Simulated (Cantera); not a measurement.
Input: 1 mol Si₃N₄, 3.7 mol H₂, 7.3 mol N₂, equilibrated at 750 K and 0.100 bar.

Equilibrium computed with Cantera from the NASA thermochemical tables; the gas is ideal and each condensed phase is pure. Candidate condensed phases: Si, Si₃N₄; 18 gas species. Rates play no part.

Base state: N₂ 0.664, H₂ 0.336, NH₃ 8.12e-5 (mole fractions); condensed: Si₃N₄(s).

### Question
What changes in the equilibrium state with this change: temperature from 750 K to 2075 K?

### Answer
```
species        before    after
-------------  ------  -------
N₂              0.664    0.713
H₂              0.336    0.281
H               <1e-9  0.00447
Si              <1e-9  0.00102
SiH             <1e-9  9.78e-5
Si₂N            <1e-9  7.31e-5
SiN             <1e-9  5.96e-5
SiH₂            <1e-9  4.51e-5
Si₂             <1e-9  1.26e-5
Si₃N₄(s), mol    1.00        0
Si(l), mol          0     2.98
```
The tables' values for SiN are old estimates; treat these amounts as uncertain. Gases not in the tables: Si₂H₆ and higher silanes.
